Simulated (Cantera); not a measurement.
Feed: 1 mol SiO2, 3.3 mol SiCl4, 53 mol N2, equilibrated at 0.0668 Torr.

These are equilibrium values from Cantera (NASA tables, ideal gas, pure condensed phases), not measurements of a reactor. Candidate condensed phases: Si, SiO2, Si2N2O, Si3N4; 23 gas species. The tables' values for SiCl3, SiCl are old estimates; treat these amounts as uncertain. The tables hold silica as quartz up to 1696 K and as liquid above; real silica turns to tridymite and cristobalite and melts near 1996 K. Rates play no part.

x: gas mole fraction; n: condensed amount in mol.

```
T (K)   x N2    x Cl   x SiCl4  x SiCl2    x SiO  x SiCl3    x Cl2  n SiO2(β-quartz)
-----  -----  ------  --------  -------  -------  -------  -------  ----------------
1423   0.921  0.0211    0.0437  0.00525  0.00151  0.00762  3.45e-5             0.956
1473   0.902  0.0395    0.0341  0.00958  0.00536  0.00977  5.90e-5             0.843
1523   0.868  0.0701    0.0219   0.0140   0.0161   0.0101  9.45e-5             0.508
1573   0.827     [?]       [?]      [?]   0.0312  0.00820      [?]                 0
1623   0.815   0.119       [?]      [?]   0.0307  0.00608      [?]                 0
1673   0.809   0.126  0.000862   0.0307   0.0305  0.00356  5.10e-5                 0
1723   0.806   0.128  0.000209   0.0328   0.0304  0.00191  3.13e-5                 0
1773   0.805   0.130   5.18e-5   0.0338   0.0304  0.00102  1.94e-5                 0
```

Question: Complete the blanks.

Answer: 
- 1573, x Cl: 0.106
- 1573, x SiCl4: 0.0100
- 1573, x SiCl2: 0.0177
- 1573, x Cl2: 0.000114
- 1623, x SiCl4: 0.00332
- 1623, x SiCl2: 0.0259
- 1623, x Cl2: 8.02e-5
